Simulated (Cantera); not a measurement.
## TiO2 + H2 (hydrogen reduction and annealing atmospheres)

Input: 1 mol TiO2, 120 mol H2, held at 0.100 bar.

Equilibrium computed with Cantera from the NASA thermochemical tables; the gas is ideal and each condensed phase is pure. Candidate condensed phases: H2O, Ti, TiO, TiO2, Ti2O3, Ti3O5, Ti4O7; 12 gas species. Mutual solubility and eutectic melting of coexisting phases are not modelled. The numbers say what is thermodynamically allowed, not how fast it happens.

```json
[
 {"T (°C)": "1200", "x H2": "0.997", "x H": "3.99e-5", "x H2O": "0.00278", "x TiO": "1.26e-12", "n Ti3O5(s)": "0.333", "n Ti2O3(s)": "0", "n Ti3O5(l)": "0"},
 {"T (°C)": "1250", "x H2": "0.997", "x H": "7.30e-5", "x H2O": "0.00278", "x TiO": "7.77e-12", "n Ti3O5(s)": "0.333", "n Ti2O3(s)": "0", "n Ti3O5(l)": "0"},
 {"T (°C)": "1300", "x H2": "0.997", "x H": "0.000128", "x H2O": "0.00278", "x TiO": "4.26e-11", "n Ti3O5(s)": "0.333", "n Ti2O3(s)": "0", "n Ti3O5(l)": "0"},
 {"T (°C)": "1350", "x H2": "0.997", "x H": "0.000218", "x H2O": "0.00278", "x TiO": "2.09e-10", "n Ti3O5(s)": "0.333", "n Ti2O3(s)": "0", "n Ti3O5(l)": "0"},
 {"T (°C)": "1400", "x H2": "0.997", "x H": "0.000360", "x H2O": "0.00278", "x TiO": "9.32e-10", "n Ti3O5(s)": "0.333", "n Ti2O3(s)": "0", "n Ti3O5(l)": "0"},
 {"T (°C)": "1450", "x H2": "0.997", "x H": "0.000576", "x H2O": "0.00278", "x TiO": "3.79e-9", "n Ti3O5(s)": "0.333", "n Ti2O3(s)": "0", "n Ti3O5(l)": "0"},
 {"T (°C)": "1500", "x H2": "0.996", "x H": "0.000898", "x H2O": "0.00278", "x TiO": "1.42e-8", "n Ti3O5(s)": "0.333", "n Ti2O3(s)": "0", "n Ti3O5(l)": "0"},
 {"T (°C)": "1550", "x H2": "0.996", "x H": "0.00137", "x H2O": "0.00278", "x TiO": "4.94e-8", "n Ti3O5(s)": "0.333", "n Ti2O3(s)": "0", "n Ti3O5(l)": "0"},
 {"T (°C)": "1600", "x H2": "0.995", "x H": "0.00204", "x H2O": "0.00277", "x TiO": "1.60e-7", "n Ti3O5(s)": "0.333", "n Ti2O3(s)": "0", "n Ti3O5(l)": "0"},
 {"T (°C)": "1650", "x H2": "0.994", "x H": "0.00297", "x H2O": "0.00277", "x TiO": "4.87e-7", "n Ti3O5(s)": "0.333", "n Ti2O3(s)": "0", "n Ti3O5(l)": "0"},
 {"T (°C)": "1700", "x H2": "0.993", "x H": "0.00425", "x H2O": "0.00308", "x TiO": "1.30e-6", "n Ti3O5(s)": "0.258", "n Ti2O3(s)": "0.112", "n Ti3O5(l)": "0"},
 {"T (°C)": "1750", "x H2": "0.990", "x H": "0.00598", "x H2O": "0.00362", "x TiO": "3.17e-6", "n Ti3O5(s)": "0.129", "n Ti2O3(s)": "0.306", "n Ti3O5(l)": "0"},
 {"T (°C)": "1800", "x H2": "0.988", "x H": "0.00827", "x H2O": "0.00336", "x TiO": "8.26e-6", "n Ti3O5(s)": "0", "n Ti2O3(s)": "0.213", "n Ti3O5(l)": "0.191"}
]
```
x: gas mole fraction; n: condensed amount in mol.

From 1200 °C to 1650 °C the condensed part is Ti3O5(s). From 1700 °C to 1750 °C the condensed part is Ti2O3(s) + Ti3O5(s). At 1800 °C the condensed part is Ti2O3(s) + Ti3O5(l).
